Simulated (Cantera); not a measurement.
A closed system holds: 1 mol Fe3O4, 13 mol CO, 4.5 mol H2, held at 0.0100 bar.

Method: chemical equilibrium by Gibbs-energy minimisation in Cantera with the NASA 1993 tables (ideal gas, pure condensed phases). Candidate condensed phases: C, C6H6, C7H8, C8H18, Fe, Fe(CO)5, FeO, Fe(OH)2, Fe(OH)3, Fe2O3, Fe3O4, H2O; 114 gas species. Each liquid is taken as pure. Mutual solubility and eutectic melting of coexisting phases are not modelled. The tables' stoichiometric FeO is somewhat more stable than real wüstite, so its field is too wide. FeO: taken at fixed stoichiometry. Kinetics and transport are ignored.

Problem. What share of the Fe ends up in condensed phases as a function of T (K), at 1575, 1625, 1675, 1725, 1775, 1825, 1875, 1925, 1975, 2025, 2075, 2125, 2175, 2225?

Solution. 
```csv
T (K),Fe condensed (%),as
1575,100.0,Fe(γ) + FeO(s)
1625,99.9,Fe(γ) + FeO(s)
1675,99.8,Fe(δ) + FeO(l)
1725,99.4,Fe(δ) + FeO(l)
1775,98.8,Fe(δ) + FeO(l)
1825,97.5,Fe(l) + FeO(l)
1875,95.2,Fe(l) + FeO(l)
1925,90.9,Fe(l) + FeO(l)
1975,83.3,Fe(l) + FeO(l)
2025,70.1,Fe(l) + FeO(l)
2075,46.9,Fe(l) + FeO(l)
2125,29.1,FeO(l)
2175,8.0,FeO(l)
2225,0.0,-
```
